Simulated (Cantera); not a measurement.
Cantera with NASA thermochemical tables; ideal gases at 1 bar, condensed phases pure. Values are per mole of reaction as written; species without (g) are pure solids or liquids, kept so even where they would boil at 1 bar.

Question: Between 300 and 1073 K, where is each reaction favourable under standard conditions?
- S + SiF4(g) ⇌ Si + SF4(g)

Answer: 
- S + SiF4(g) ⇌ Si + SF4(g): ΔG° is 851 kJ at 300 K and 855 kJ at 1073 K; it stays positive (K < 1). ΔH° is 845 kJ and ΔS° -9 J/K at 1073 K.
